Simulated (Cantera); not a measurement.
An adiabatic, constant-pressure homogeneous reactor starts with CH4 : C2H6 : O2 : N2 : CO2 : H2 = 1 : 0.053 : 1.82 : 17.1 : 2.4 : 0.27 (molar parts), equivalence ratio 1.3, at 1775 K and 500000 Pa.

Detailed kinetics in Cantera: GRI-Mech 3.0 (53 species, 325 reactions).

Question: Predict: time of steepest temperature rise; temperature at 0.400 s; equilibrium temperature; x(O2) at 0.400 s; x(HCN) at 0.400 s.

Answer: 
```
Quantity                                                             Value
---------------------------------  ---------------------------------------
time of steepest temperature rise                                  32.9 µs
temperature at 0.400 s                                              2449 K
equilibrium temperature                                             2449 K
x(O2) at 0.400 s                   0.00110 (gas-phase equilibrium 0.00110)
x(HCN) at 0.400 s                  1.85e-9 (gas-phase equilibrium 1.85e-9)
```
